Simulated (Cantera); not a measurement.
A perfectly stirred reactor is fed with NH3 : N2 = 1 : 1.1 (molar parts), at 0.138 atm; it is held at 1923 K, and followed from long to short residence time.

Model: the gas-phase N/H chemistry of the illustrative SiF4/NH3 mechanism in the Surface Chemkin manual (1991), integrated in Cantera. Walls and surfaces, which speed up NH3 decomposition in real reactors, are not modelled.

Question: What does this change do: pressure from 0.138 atm to 0.0263 atm?

Answer: 
| quantity | before | after |
|---|---|---|
| x(NH3) at τ = 23.0 s | 0.0102 | 0.0338 |
| x(NH) at τ = 23.0 s | 2.43e-6 | 4.78e-6 |
| x(N2) at τ = 23.0 s | 0.516 | 0.517 |
| x(H2) at τ = 23.0 s | 0.473 | 0.449 |
| x(NH2) at τ = 23.0 s | 4.31e-5 | 0.000111 |
| x(NH3) at τ = 80.0 ms | 0.399 | 0.449 |
| x(NH) at τ = 80.0 ms | 7.13e-6 | 8.26e-6 |
| x(N2) at τ = 80.0 ms | 0.522 | 0.523 |
| x(H2) at τ = 80.0 ms | 0.0779 | 0.0270 |
| x(NH2) at τ = 80.0 ms | 0.000551 | 0.000786 |

Question: What does this change do: pressure from 0.138 atm to 0.0178 atm?

Answer: 
| quantity | before | after |
|---|---|---|
| x(NH3) at τ = 23.0 s | 0.0102 | 0.0426 |
| x(NH) at τ = 23.0 s | 2.43e-6 | 5.67e-6 |
| x(N2) at τ = 23.0 s | 0.516 | 0.517 |
| x(H2) at τ = 23.0 s | 0.473 | 0.440 |
| x(NH2) at τ = 23.0 s | 4.31e-5 | 0.000135 |
| x(NH3) at τ = 80.0 ms | 0.399 | 0.455 |
| x(NH) at τ = 80.0 ms | 7.13e-6 | 8.52e-6 |
| x(N2) at τ = 80.0 ms | 0.522 | 0.523 |
| x(H2) at τ = 80.0 ms | 0.0779 | 0.0210 |
| x(NH2) at τ = 80.0 ms | 0.000551 | 0.000853 |
